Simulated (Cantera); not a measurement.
A closed system holds: 1 mol SiF₄, 40 mol N₂O, 1.9 mol H₂, 0.1 mol O₂, held at 1.43 Torr.

Method: chemical equilibrium by Gibbs-energy minimisation in Cantera with the NASA 1993 tables (ideal gas, pure condensed phases). Candidate condensed phases: H₂O, Si, SiO₂, Si₂N₂O, Si₃N₄; 58 gas species. The tables' values for SiO₂, SiF₃ are old estimates; treat these amounts as uncertain. The tables hold silica as quartz up to 1696 K and as liquid above; real silica turns to tridymite and cristobalite and melts near 1996 K. Equilibrium is a limit: real reactors are often held back by kinetics, nucleation or transport. All values below are at 2075 K.

Base state: N₂ 0.623, O₂ 0.289, HF 0.0580, O 0.0144, NO 0.00975, SiO 0.00248, SiF₄ 0.000950, OH 0.000850 (mole fractions); condensed: SiO₂(l).

Problem. What changes in the equilibrium state with this change: H₂ from 1.9 to 0.18 mol?

Solution. 
```tsv
species	before	after
N₂	0.623	0.640
O₂	0.289	0.311
O	0.0144	0.0149
HF	0.0580	0.00576
SiF₄	0.000950	0.0139
NO	0.00975	0.0102
H₂O	0.000316	6.36e-7
H	0.000158	6.98e-6
OH	0.000850	3.88e-5
SiF₃	7.68e-5	0.000498
SiO₂(l), mol	0.746	0
```
The tables' values for SiF₃, SiO₂ are old estimates; treat these amounts as uncertain.
